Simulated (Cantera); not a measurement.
**N2O furnace oxynitridation**

A perfectly stirred reactor is fed with N2O : O2 = 1 : 0.16 (molar parts), at 0.0132 atm; it is held at 1448 K, and followed from long to short residence time.

Cantera simulation using GRI-Mech 3.0 (53 species, 325 reactions); the numbers are that mechanism's predictions, not measurements. GRI-Mech 3.0 was tuned for natural gas; its chemistry of N2O as a main component is partial and can be far from experiment. Radical loss at walls, strong at low pressure, is not modelled. The temperature is held fixed by assumption; the heat of reaction is taken as removed at once.

```
τ (s)   x N2O   x O2      x O      x NO     x N2    x NO2
------  -----  -----  -------  --------  -------  -------
7.9     0.157  0.296  4.23e-5     0.108    0.438  3.00e-5
2.7     0.340  0.255  4.27e-5    0.0806    0.325  1.99e-5
0.90    0.570  0.203  4.28e-5    0.0452    0.182  9.40e-6
0.30    0.736  0.166  4.28e-5    0.0195   0.0782  3.29e-6
0.10    0.816  0.148  4.27e-5   0.00717   0.0289  8.96e-7
0.035   0.845  0.142  4.25e-5   0.00259   0.0105  1.97e-7
0.012   0.856  0.139  4.20e-5  0.000888  0.00361  3.14e-8
0.0040  0.860  0.138  4.03e-5  0.000286  0.00119  3.80e-9
```
x: mole fraction; the columns are a selection and need not sum to one.
